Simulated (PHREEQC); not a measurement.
## Sulfide liquor (model solution)

Dissolve 0.016 mol/kgw H2S, 0.00031 mol/kgw HCl and 0.12 mol/kgw ZnCl2 at 25 °C. Closed to the air; pH follows from the charge balance.

Model: ion-association model, wateq4f.dat, run in PHREEQC.

Each row changes one thing in this solution. No solid was allowed to form.

```
case                                   pH  ionic strength (mol/kgw)  Cl- (mol/kgw)  Zn+2 (mol/kgw)  ZnCl+ (mol/kgw)  Zn(HS)2 (mol/kgw)  SI of ZnS(a) (ZnS)  SI of Zincite(c) (ZnO)
-----------------------------------  ----  ------------------------  -------------  --------------  ---------------  -----------------  ------------------  ----------------------
as made                              1.94                     0.315          0.220          0.0949           0.0159            0.00716               +1.68                   -8.82
diluted 10-fold with water           2.89                    0.0345         0.0237          0.0109         0.000365           0.000732          (withheld)                   -7.61
diluted 100-fold with water          3.85                   0.00352        0.00240         0.00112          5.63e-6            7.39e-5               +1.83              (withheld)
HCl from 0.00031 to 0.00155 mol/kgw  1.91                     0.316          0.221          0.0949           0.0159            0.00710               +1.65                   -8.89
0.0096 mol/kgw KCl added             1.94                     0.324          0.229          0.0943           0.0163            0.00716               +1.68                   -8.83
```

Fill in the missing entries.


- diluted 10-fold with water, SI of ZnS(a) (ZnS): +1.78
- diluted 100-fold with water, SI of Zincite(c) (ZnO): -6.50

Some of these states are supersaturated (in ZnS(a), Sphalerite (slow to form), for instance). The polysulfide entries of wateq4f.dat were taken out for this run.
